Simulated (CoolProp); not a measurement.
A Linde-Hampson liquefier for CF4 (R14): isothermal reversible compression at 290 K from 1 atm to 40 MPa, throttling to 1 atm, return gas leaving the recuperator 10 K below the feed. Each further row changes one setting.

Values from CoolProp's reference Helmholtz-energy equation of state, Platzer 1990. This equation is an older, rougher fit; its heat capacities, sound speeds and derivatives of the liquid may be far off and weren't checked against measurements.

```csv
case,liquid yield per pass,compression work (kJ/kg of gas)
as stated,0.296,147
warm-end temperature 320 K,…,…
warm-end gap 15 K,…,147
```

Complete the blanks.


- warm-end temperature 320 K, liquid yield per pass: 0.230
- warm-end temperature 320 K, compression work (kJ/kg of gas): 169
- warm-end gap 15 K, liquid yield per pass: 0.284
